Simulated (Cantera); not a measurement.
A Cantera script and its output.

```python
import numpy as np
import cantera as ct

gas = ct.Solution("gri30.yaml")
gas.TPX = 950, 390, {'H2': 0.42, 'O2': 1}
reactor = ct.IdealGasConstPressureReactor(gas, energy="off", clone=False)
net = ct.ReactorNet([reactor])
net.rtol, net.atol = 1e-08, 1e-18
show = ['H2', 'O2', 'H2O2', 'HO2', 'O', 'OH']
times = np.geomspace(2e-05, 100, 11)

steps = ct.SolutionArray(gas, extra=["t"])
rows = []
print(f"{'t/s':>10s}{'T/K':>9s}{'P/Pa':>11s}" + "".join(f"{s:>11s}" for s in show))
for t in times:
    while net.time < t:
        t_next = net.step()
        steps.append(gas.state, t=t_next)
    rows.append([np.interp(t, steps.t, y) for y in (steps.T, steps.P, *steps(*show).X.T)])
    print(f"{t:10.3e}{rows[-1][0]:9.1f}{rows[-1][1]:11.4g}" + "".join(f"{x:11.3e}" for x in rows[-1][2:]))
rate = np.gradient(steps.T, steps.t)
print("integrator steps:", len(steps.t))
if steps.T.max() > steps.T[0] + 200:
    print(f"time of steepest temperature rise: {steps.t[rate.argmax()]:.4e} s")
gas.TPX = 950, 390, {'H2': 0.42, 'O2': 1}
gas.equilibrate("TP")
print(f"equilibrium (TP): T = {gas.T:.1f} K  " + "  ".join(f"{s} {gas[s].X[0]:.3e}" for s in show))
```

Output:

```
       t/s      T/K       P/Pa         H2         O2       H2O2        HO2          O         OH
 2.000e-05    950.0        390  2.958e-01  7.042e-01  1.322e-17  2.800e-12  3.091e-14  2.863e-14
 9.352e-05    950.0        390  2.958e-01  7.042e-01  2.875e-16  1.310e-11  6.263e-13  4.607e-13
 4.373e-04    950.0        390  2.958e-01  7.042e-01  6.250e-15  6.134e-11  1.108e-11  4.923e-12
 2.045e-03    950.0        390  2.958e-01  7.042e-01  1.377e-13  2.915e-10  2.869e-10  9.713e-11
 9.564e-03    950.0        390  2.957e-01  7.042e-01  4.114e-11  1.040e-07  4.732e-06  1.575e-06
 4.472e-02    950.0        390  1.174e-02  6.111e-01  9.086e-08  6.225e-06  2.995e-02  3.880e-03
 2.091e-01    950.0        390  6.689e-04  6.513e-01  1.978e-07  4.993e-06  1.432e-03  7.862e-04
 9.779e-01    950.0        390  1.502e-05  6.528e-01  7.462e-08  5.611e-07  3.241e-05  1.142e-04
 4.573e+00    950.0        390  8.994e-07  6.529e-01  2.026e-08  5.438e-08  2.442e-06  3.152e-05
 2.138e+01    950.0        390  1.094e-07  6.529e-01  6.116e-09  8.176e-09  3.373e-07  1.169e-05
 1.000e+02    950.0        390  1.803e-08  6.529e-01  1.795e-09  1.544e-09  5.868e-08  4.869e-06
integrator steps: 2040
equilibrium (TP): T = 950.0 K  H2 1.261e-10  O2 6.529e-01  H2O2 2.516e-11  HO2 4.374e-10  O 4.139e-10  OH 4.082e-07
```

Detailed kinetics in Cantera: GRI-Mech 3.0 (53 species, 325 reactions). Radical loss at walls, strong at low pressure, is not modelled. The temperature is held fixed by assumption; the heat of reaction is taken as removed at once.
